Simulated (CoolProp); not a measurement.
Vapour-liquid equilibrium of CF4 (R14) (1) + ethane (2) at -91.95 °C; x and y are mole fractions of (1).

Model: multi-fluid Helmholtz-energy mixture model, Platzer 1990 and Bücker 2006; pair parameters Bell 2016, in CoolProp. This equation is an older, rougher fit; its heat capacities, sound speeds and derivatives of the liquid may be far off and weren't checked against measurements.

```csv
x,"bubble pressure, mixture model (MPa)","bubble pressure, Raoult's law (MPa)","y, mixture model","y, Raoult's law"
0.05,0.2774,0.1170,0.694,0.317
0.2,0.5288,0.2155,0.842,0.688
0.35,0.5822,0.3140,0.859,0.826
0.5,0.6004,0.4125,0.866,0.898
0.65,0.6272,0.5110,0.881,0.942
0.8,0.6698,0.6095,0.912,0.972
0.95,0.7228,0.7080,0.972,0.994
```

The largest gap from Raoult's law is +145.4 % in bubble pressure, at x = 0.2. No azeotrope shows between x = 0.05 and 0.95.

The pair parameters rest on a limited set of measurements; away from them the model extrapolates. With so large a gap from Raoult's law the liquid may split in two, which this calculation doesn't test in full.
